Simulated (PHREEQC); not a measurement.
Model water analysis in mg/L, 25 °C, pH 3.78, pe 12.8: Na 2150; K 661; Ca 53.5; Mg 32; Cl 1160; S(6) as SO4 3910; Li 1.58.

Valence states are taken as typed.

Equilibrium calculation in PHREEQC: ion-association model, phreeqc.dat.

```tsv
quantity	before	after
ionic strength (mol/kgw)	0.142	0.137
Na+ (mol/kgw)	0.0893	0.0888
SO4-2 (mol/kgw)	0.0335	0.0309
K+ (mol/kgw)	0.0158	0.0149
NaSO4- (mol/kgw)	0.00494	0.00551
KSO4- (mol/kgw)	0.00119	0.00217
SI of Gypsum (CaSO4:2H2O)	-0.92	-0.89
SI of Halite (NaCl)	-4.35	-4.42
```

Name the change that produced these shifts.
A. all concentrations times 4 at the same typed pH
B. temperature from 25 to 85 °C at the same typed pH
C. Cl from 1160 to 3480 mg/L

B, temperature from 25 to 85 °C at the same typed pH

Precipitation was switched off in this run. At this temperature some constants are extrapolated from 25 °C, and those without enthalpy data are left unchanged.
